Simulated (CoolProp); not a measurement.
The fluid at 293.15 K and 0.0714 MPa is compressed adiabatically to 0.491 MPa with isentropic efficiency 0.8. The same conditions are run with several fluids, on thermodynamics alone (safety and materials aside).

Computed with CoolProp (reference Helmholtz-energy equation of state of each fluid (carbonyl sulfide: Lemmon 2006; sulfur hexafluoride: Guder 2009; R404A: Lemmon 2003; ethylene: Smukala 2000)). Blends and air are pseudo-pure fits.

| fluid | work (kJ/kg) | final temperature (K) | final density (kg/m³) |
|---|---|---|---|
| carbonyl sulfide | 117 | 453.2 | 7.95 |
| sulfur hexafluoride | 42.9 | 356.5 | (withheld) |
| R404A | (withheld) | (withheld) | 16.4 |
| ethylene | (withheld) | 436.0 | 3.83 |

Complete the blanks.


- sulfur hexafluoride, final density (kg/m³): 25.0
- R404A, work (kJ/kg): 64.6
- R404A, final temperature (K): 367.0
- ethylene, work (kJ/kg): 249
